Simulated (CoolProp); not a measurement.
Computed with CoolProp (reference Helmholtz-energy equation of state, Thol 2014).

### Question
For diethyl ether, give the phase and the density (kg/m³), cp (kJ/(kg K)), isothermal compressibility (1/MPa), fugacity coefficient at 274.85 °C and 12400 kPa; 274.85 °C and 15500 kPa.

### Answer
- 274.85 °C and 12400 kPa: supercritical; density 366, cp 3.25, isothermal compressibility 0.0461, fugacity coefficient 0.511
- 274.85 °C and 15500 kPa: supercritical; density 407, cp 3.09, isothermal compressibility 0.0258, fugacity coefficient 0.465
